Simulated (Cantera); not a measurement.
**Stirred combustor or abatement burner**

A perfectly stirred reactor is fed with 9.32 % CH4, 13.3 % O2, 77.4 % N2, at 500000 Pa; it is adiabatic with a 648 K inlet, and is followed from long to short residence time, starting on the burning branch (τ in s: 0.037, 0.022, 0.014, 0.0083, 0.0051, 0.0031, 0.0019, 0.0011, 0.0007, 0.00043, 0.00026, 0.00016, 9.6e-05).

Computed with Cantera and GRI-Mech 3.0 (53 species, 325 reactions).

```json
[
 {"τ (s)": "0.037", "T (K)": "1892", "x CH4": "0.00291", "x O2": "0.000552", "x C2H2": "0.00133", "x C2H4": "2.83e-5", "x HO2": "1.55e-7", "x H2": "0.0376", "x CH2O": "7.27e-6"},
 {"τ (s)": "0.022", "T (K)": "1891", "x CH4": "0.00340", "x O2": "0.000850", "x C2H2": "0.00159", "x C2H4": "4.39e-5", "x HO2": "2.53e-7", "x H2": "0.0358", "x CH2O": "1.04e-5"},
 {"τ (s)": "0.014", "T (K)": "1889", "x CH4": "0.00382", "x O2": "0.00122", "x C2H2": "0.00179", "x C2H4": "6.34e-5", "x HO2": "3.87e-7", "x H2": "0.0345", "x CH2O": "1.42e-5"},
 {"τ (s)": "0.0083", "T (K)": "1884", "x CH4": "0.00432", "x O2": "0.00184", "x C2H2": "0.00196", "x C2H4": "9.56e-5", "x HO2": "6.39e-7", "x H2": "0.0330", "x CH2O": "2.02e-5"},
 {"τ (s)": "0.0051", "T (K)": "1876", "x CH4": "0.00480", "x O2": "0.00268", "x C2H2": "0.00206", "x C2H4": "0.000139", "x HO2": "1.03e-6", "x H2": "0.0318", "x CH2O": "2.80e-5"},
 {"τ (s)": "0.0031", "T (K)": "1862", "x CH4": "0.00537", "x O2": "0.00392", "x C2H2": "0.00211", "x C2H4": "0.000204", "x HO2": "1.73e-6", "x H2": "0.0307", "x CH2O": "3.93e-5"},
 {"τ (s)": "0.0019", "T (K)": "1842", "x CH4": "0.00610", "x O2": "0.00581", "x C2H2": "0.00210", "x C2H4": "0.000302", "x HO2": "3.00e-6", "x H2": "0.0298", "x CH2O": "5.62e-5"},
 {"τ (s)": "0.0011", "T (K)": "1799", "x CH4": "0.00752", "x O2": "0.00964", "x C2H2": "0.00197", "x C2H4": "0.000509", "x HO2": "6.14e-6", "x H2": "0.0286", "x CH2O": "9.13e-5"},
 {"τ (s)": "0.00070", "T (K)": "648", "x CH4": "0.0932", "x O2": "0.133", "x C2H2": "<1e-12", "x C2H4": "<1e-12", "x HO2": "<1e-12", "x H2": "<1e-12", "x CH2O": "<1e-12"},
 {"τ (s)": "0.00043", "T (K)": "648", "x CH4": "0.0932", "x O2": "0.133", "x C2H2": "<1e-12", "x C2H4": "<1e-12", "x HO2": "<1e-12", "x H2": "<1e-12", "x CH2O": "<1e-12"},
 {"τ (s)": "0.00026", "T (K)": "648", "x CH4": "0.0932", "x O2": "0.133", "x C2H2": "<1e-12", "x C2H4": "<1e-12", "x HO2": "<1e-12", "x H2": "<1e-12", "x CH2O": "<1e-12"},
 {"τ (s)": "0.00016", "T (K)": "648", "x CH4": "0.0932", "x O2": "0.133", "x C2H2": "<1e-12", "x C2H4": "<1e-12", "x HO2": "<1e-12", "x H2": "<1e-12", "x CH2O": "<1e-12"},
 {"τ (s)": "9.6e-5", "T (K)": "648", "x CH4": "0.0932", "x O2": "0.133", "x C2H2": "<1e-12", "x C2H4": "<1e-12", "x HO2": "<1e-12", "x H2": "<1e-12", "x CH2O": "<1e-12"}
]
```
x: mole fraction; the columns are a selection and need not sum to one.
